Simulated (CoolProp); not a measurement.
The numbers come from the reference Helmholtz-energy equation of state, de Vries 1995 in CoolProp.

Q: For R124, give the phase and the cp (kJ/(kg K)), conductivity (mW/(m K)) at -140.25 °C and 0.0142 MPa; 37.95 °C and 1.32 MPa; 2.55 °C and 0.0358 MPa.

A: 
- -140.25 °C and 0.0142 MPa: liquid; cp 0.929, conductivity 123
- 37.95 °C and 1.32 MPa: liquid; cp 1.16, conductivity 66.2
- 2.55 °C and 0.0358 MPa: gas; cp 0.701, conductivity 11.5

Thermal conductivity comes from a separate model (Huber 2003), an estimate that may be off by 10 % or more.
